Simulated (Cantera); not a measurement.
Equilibrium for sublimation and decomposition of ceramics: SiO2 + N2 + C

A closed system holds: 1 mol SiO2, 0.015 mol N2, a varied amount of C, equilibrated at 1.40 mbar.

Cantera equilibrium calculation (NASA polynomials, part measured and part estimated; ideal gas, pure solids and liquids). Candidate condensed phases: C, Si, SiC, SiO2, Si2N2O, Si3N4; 34 gas species. The tables hold silica as quartz up to 1696 K and as liquid above; real silica turns to tridymite and cristobalite and melts near 1996 K. Rates play no part.

Stable condensed phases:

```
T in K \ n(C) in mol
          0.06 0.081  0.11  0.15   0.2  0.27  0.37   0.5  0.68  0.92
   2323      A     A     A     A     A     B     B     B     B     B
   2298      A     A     A     A     A     A     A     B     B     B
   2273      A     A     A     A     A     A     A     A     B     B
   2248      A     A     A     A     A     A     A     A     A     B
   2223      A     A     A     A     A     A     A     A     A     B
   2198      A     A     A     A     A     A     A     A     A     B
   2173      A     A     A     A     A     A     A     A     A     B
   2148      A     A     A     A     A     A     A     A     A     B
   2123      A     A     A     A     A     A     A     A     A     B
   2098      A     A     A     A     A     A     A     A     A     A
   2073      A     A     A     A     A     A     A     A     A     A
   2048      A     A     A     A     A     A     A     A     A     A
```

A: SiO2; B: gas only.
